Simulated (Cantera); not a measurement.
Input: 1 mol CH₃SiCl₃, 0.0089 mol C₂H₂, 57 mol H₂, equilibrated at 2525 K and 11.0 mbar.

Cantera equilibrium calculation (NASA polynomials, part measured and part estimated; ideal gas, pure solids and liquids). Candidate condensed phases: C, C₆H₆, C₇H₈, C₈H₁₈, Si, SiC; 109 gas species. The feed counts by its element totals alone. The tables' values for SiCl are old estimates; treat these amounts as uncertain. Gases not in the tables: Si₂H₆ and higher silanes. Kinetics and transport are ignored.

Base state: H₂ 0.712, H 0.225, HCl 0.0353, Si 0.0117, Cl 0.00788, C₂H₂ (acetylene) 0.00513, SiC₂ 0.00196, SiH 0.000264 (mole fractions); condensed: gas only.

Task: What changes in the equilibrium state with this change: CH₃SiCl₃ replaced by SiF₄?

Result: 
```csv
species,before,after
H₂,0.712,0.707
H,0.225,0.225
HF,0,0.0537
HCl,0.0353,0
Cl,0.00788,0
Si,0.0117,0.0108
SiF₂,0,0.00184
SiF,0,0.00178
SiCl,0.000204,0
```
The tables' values for SiF₂, SiF, SiF₃ are old estimates; treat these amounts as uncertain.
